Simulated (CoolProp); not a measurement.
Ethylene along the isotherm 155.95 °C: density (kg/m³) from the reference equation and from simpler models built on Tc = 9.2 °C, pc = 5.042 MPa, ω = 0.087; each cubic takes its own stable root.

Computed with CoolProp (reference Helmholtz-energy equation of state, Smukala 2000).

```json
[
 {"p (MPa)": "0.252", "phase": "gas", "reference": "1.990", "ideal gas": "1.982", "van der Waals": "1.992", "Redlich-Kwong": "1.991", "Soave-Redlich-Kwong": "1.989", "Peng-Robinson": "1.992"},
 {"p (MPa)": "0.504", "phase": "gas", "reference": "3.996", "ideal gas": "3.963", "van der Waals": "4.003", "Redlich-Kwong": "4.000", "Soave-Redlich-Kwong": "3.994", "Peng-Robinson": "4.004"},
 {"p (MPa)": "0.756", "phase": "gas", "reference": "6.020", "ideal gas": "5.945", "van der Waals": "6.036", "Redlich-Kwong": "6.028", "Soave-Redlich-Kwong": "6.015", "Peng-Robinson": "6.037"},
 {"p (MPa)": "1.01", "phase": "gas", "reference": "8.076", "ideal gas": "7.942", "van der Waals": "8.106", "Redlich-Kwong": "8.092", "Soave-Redlich-Kwong": "8.068", "Peng-Robinson": "8.106"},
 {"p (MPa)": "1.26", "phase": "gas", "reference": "10.12", "ideal gas": "9.908", "van der Waals": "10.16", "Redlich-Kwong": "10.14", "Soave-Redlich-Kwong": "10.10", "Peng-Robinson": "10.16"},
 {"p (MPa)": "1.51", "phase": "gas", "reference": "12.18", "ideal gas": "11.87", "van der Waals": "12.25", "Redlich-Kwong": "12.21", "Soave-Redlich-Kwong": "12.15", "Peng-Robinson": "12.24"},
 {"p (MPa)": "1.76", "phase": "gas", "reference": "14.25", "ideal gas": "13.84", "van der Waals": "14.35", "Redlich-Kwong": "14.30", "Soave-Redlich-Kwong": "14.22", "Peng-Robinson": "14.34"},
 {"p (MPa)": "2.02", "phase": "gas", "reference": "16.43", "ideal gas": "15.88", "van der Waals": "16.56", "Redlich-Kwong": "16.49", "Soave-Redlich-Kwong": "16.39", "Peng-Robinson": "16.54"},
 {"p (MPa)": "2.27", "phase": "gas", "reference": "18.54", "ideal gas": "17.85", "van der Waals": "18.71", "Redlich-Kwong": "18.62", "Soave-Redlich-Kwong": "18.49", "Peng-Robinson": "18.68"},
 {"p (MPa)": "2.52", "phase": "gas", "reference": "20.67", "ideal gas": "19.82", "van der Waals": "20.88", "Redlich-Kwong": "20.76", "Soave-Redlich-Kwong": "20.60", "Peng-Robinson": "20.84"}
]
```
